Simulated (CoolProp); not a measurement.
Vapour pressure (MPa) of n-perfluorohexane: the reference equation beside estimates from Tc = 174.9 °C, pc = 1.742 MPa, ω = 0.497. Clausius-Clapeyron is anchored at -18.85 °C with a constant enthalpy of vaporisation of 35.16 kJ/mol.

Computed with CoolProp (reference Helmholtz-energy equation of state, Gao 2022).

```
T (°C)  reference  Lee-Kesler  Clausius-Clapeyron  van der Waals  Redlich-Kwong  Soave-Redlich-Kwong  Peng-Robinson
------  ---------  ----------  ------------------  -------------  -------------  -------------------  -------------
-56.65  0.0001329   0.0001397           0.0001532        0.03829       0.002422            0.0001418      0.0001656
-44.05  0.0004221   0.0004332           0.0004484        0.05628       0.005345            0.0004388      0.0004957
-31.45   0.001155    0.001168            0.001174        0.07961        0.01064             0.001180       0.001297
-18.85   0.002793    0.002797            0.002793         0.1090        0.01943             0.002818       0.003027
-6.25    0.006080    0.006063            0.006122         0.1452        0.03309             0.006091       0.006423
6.35      0.01212     0.01207             0.01251         0.1888        0.05312              0.01210        0.01256
18.95     0.02241     0.02233             0.02402         0.2406        0.08114              0.02234        0.02291
31.55     0.03887     0.03881             0.04370         0.3009         0.1189              0.03879        0.03937
44.15     0.06385     0.06386             0.07583         0.3705         0.1680              0.06385        0.06427
56.75      0.1000      0.1003              0.1261         0.4499         0.2303               0.1004         0.1004
69.35      0.1506      0.1511              0.2021         0.5394         0.3074               0.1516         0.1509
81.95      0.2188      0.2199              0.3133         0.6396         0.4009               0.2213         0.2195
94.55      0.3086      0.3103              0.4711         0.7508         0.5125               0.3134         0.3101
```

Absolute difference from the reference over all 13 rows, mean and median: Lee-Kesler 0.9 and 0.4 %, Clausius-Clapeyron 17.0 and 12.4 %, van der Waals 4565.9 and 973.6 %, Redlich-Kwong 469.5 and 262.1 %, Soave-Redlich-Kwong 1.4 and 0.7 %, Peng-Robinson 6.0 and 2.2 %.
